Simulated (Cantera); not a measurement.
A closed system holds: 1 mol SiC, 0.12 mol H2, at 1.00 bar.

These are equilibrium values from Cantera (NASA tables, ideal gas, pure condensed phases), not measurements of a reactor. Candidate condensed phases: C, C6H6, C7H8, C8H18, Si, SiC; 87 gas species. Gases not in the tables: Si2H6 and higher silanes. Kinetics and transport are ignored.

x: gas mole fraction; n: condensed amount in mol.

```csv
T (°C),x H2,x H,x Si,x C2H2 (acetylene),n SiC(s)
1750,0.998,0.00190,2.43e-5,1.74e-5,1.000
1800,0.997,…,…,…,1.000
1850,0.996,0.00358,7.15e-5,6.60e-5,1.000
1900,0.995,0.00481,0.000122,0.000115,1.000
1950,0.993,0.00638,0.000205,0.000191,1.000
2000,0.991,0.00836,0.000339,0.000307,1.000
2050,0.988,0.0108,0.000550,0.000481,1.000
2100,0.984,…,…,…,1.000
2150,0.979,0.0175,0.00136,0.00111,1.000
2200,0.973,0.0220,0.00208,0.00164,1.000
2250,0.965,0.0273,0.00312,0.00239,0.999
2300,0.955,0.0336,0.00461,0.00342,0.999
2350,0.943,0.0409,0.00669,0.00483,0.998
2400,0.928,0.0494,0.00959,0.00670,0.998
```

**Question.** Some entries are withheld; supply them.

**Answer.** 
- 1800, x H: 0.00263
- 1800, x Si: 4.16e-5
- 1800, x C2H2 (acetylene): 3.55e-5
- 2100, x H: 0.0139
- 2100, x Si: 0.000874
- 2100, x C2H2 (acetylene): 0.000737
